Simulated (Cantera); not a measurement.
What does this Cantera script print?

```python
import numpy as np
import cantera as ct

gas_names = """
    H HO2 H2 H2O H2O2 H2S H2SO4 Mg MgH MgO MgOH MgO2H2 MgS Mg2 O OH O2 O3 S SH SO SO2 SO3 S2 S2O S8
""".split()
cond_names = """
    H2O(s) H2O(L) H2SO4(L) Mg(cr) Mg(L) MgO(s) MgO(L) MgO2H2(s) MgS(s) MgSO4(s) MgSO4(L) S(cr1) S(cr2)
    S(L)
""".split()


# ... load() reads the species with a 1 bar reference pressure and builds the phases ...
atoms = {
    'MgSO4': {'Mg': 1, 'S': 1, 'O': 4},
    'H2': {'H': 2},
    'O2': {'O': 2},
}
top_T = {'MgS(s)': 2250}  # K; cautious upper limits of use, not melting points


# ... equilibrate(T, P, feed) seeds the gas with the atoms and calls Mixture.equilibrate('TP', solver="vcs", rtol=1e-11, max_steps=5000) ...
results = []
feed = {'MgSO4': 1, 'H2': 0.19, 'O2': 0.17}  # mol
P = 1000  # Pa
for T in [748, 848, 948, 1048, 1148, 1248, 1348, 1448, 1548, 1648, 1748, 1848, 1948]:
    mix = equilibrate(T, P, feed)
    results.append((T, P, feed, dict(zip(mix.species_names, mix.species_moles))))
    x = sorted(zip(gas.X, gas.species_names), reverse=True)
    print(f"T = {T:g} K  P = {P:g} Pa  gas = {mix.phase_moles(0):.4g} mol")
    print("   x: " + "  ".join(f"{s} {v:.3e}" for v, s in x if v > 1e-06))
    print("   condensed (mol): " + ("  ".join(f"{mix.phase(i).name} {mix.phase_moles(i):.4g}"
          for i in range(1, mix.n_phases) if mix.phase_moles(i) > 1e-12) or "none"))
```

It prints:

```
T = 748 K  P = 1000 Pa  gas = 0.265 mol
   x: H2O 7.170e-01  O2 2.830e-01
   condensed (mol): MgO(s) 1.871e-09  MgSO4(s) 1
T = 848 K  P = 1000 Pa  gas = 0.265 mol
   x: H2O 7.170e-01  O2 2.830e-01  SO2 1.556e-06  SO3 1.235e-06
   condensed (mol): MgO(s) 7.398e-07  MgSO4(s) 1
T = 948 K  P = 1000 Pa  gas = 0.2652 mol
   x: H2O 7.164e-01  O2 2.830e-01  SO2 4.442e-04  SO3 8.135e-05
   condensed (mol): MgO(s) 0.0001394  MgSO4(s) 0.9999
T = 1048 K  P = 1000 Pa  gas = 0.2833 mol
   x: H2O 6.706e-01  O2 2.855e-01  SO2 4.156e-02  SO3 2.344e-03  OH 2.488e-06
   condensed (mol): MgO(s) 0.01244  MgSO4(s) 0.9876
T = 1148 K  P = 1000 Pa  gas = 1.754 mol
   x: SO2 5.575e-01  O2 3.215e-01  H2O 1.083e-01  SO3 1.262e-02  OH 5.236e-06
   condensed (mol): MgO(s) 1
T = 1248 K  P = 1000 Pa  gas = 1.76 mol
   x: SO2 5.625e-01  O2 3.239e-01  H2O 1.079e-01  SO3 5.669e-03  OH 2.052e-05
   condensed (mol): MgO(s) 1
T = 1348 K  P = 1000 Pa  gas = 1.763 mol
   x: SO2 5.645e-01  O2 3.248e-01  H2O 1.078e-01  SO3 2.860e-03  OH 6.570e-05  O 2.325e-06
   condensed (mol): MgO(s) 1
T = 1448 K  P = 1000 Pa  gas = 1.764 mol
   x: SO2 5.654e-01  O2 3.252e-01  H2O 1.076e-01  SO3 1.587e-03  OH 1.791e-04  O 1.112e-05  H2 1.738e-06  SO 1.460e-06
   condensed (mol): MgO(s) 1
T = 1548 K  P = 1000 Pa  gas = 1.764 mol
   x: SO2 5.658e-01  O2 3.253e-01  H2O 1.075e-01  SO3 9.514e-04  OH 4.289e-04  O 4.352e-05  SO 7.381e-06  H2 6.641e-06
   condensed (mol): MgO(s) 1
T = 1648 K  P = 1000 Pa  gas = 1.765 mol
   x: SO2 5.659e-01  O2 3.252e-01  H2O 1.072e-01  OH 9.231e-04  SO3 6.077e-04  O 1.444e-04  SO 3.063e-05  H2 2.158e-05  H 4.136e-06
   condensed (mol): MgO(s) 1
T = 1748 K  P = 1000 Pa  gas = 1.766 mol
   x: SO2 5.657e-01  O2 3.248e-01  H2O 1.066e-01  OH 1.817e-03  O 4.179e-04  SO3 4.089e-04  SO 1.080e-04  H2 6.119e-05  H 1.787e-05
   condensed (mol): MgO(s) 1
T = 1848 K  P = 1000 Pa  gas = 1.768 mol
   x: SO2 5.651e-01  O2 3.240e-01  H2O 1.056e-01  OH 3.314e-03  O 1.078e-03  SO 3.319e-04  SO3 2.872e-04  H2 1.545e-04  H 6.591e-05  MgO2H2 1.108e-06
   condensed (mol): MgO(s) 1
T = 1948 K  P = 1000 Pa  gas = 1.771 mol
   x: SO2 5.635e-01  O2 3.226e-01  H2O 1.040e-01  OH 5.659e-03  O 2.523e-03  SO 9.083e-04  H2 3.529e-04  H 2.123e-04  SO3 2.089e-04  MgO2H2 2.663e-06  Mg 2.404e-06  HO2 1.020e-06
   condensed (mol): MgO(s) 1
```

These are equilibrium values from Cantera (NASA tables, ideal gas, pure condensed phases), not measurements of a reactor. Mutual solubility and eutectic melting of coexisting phases are not modelled.
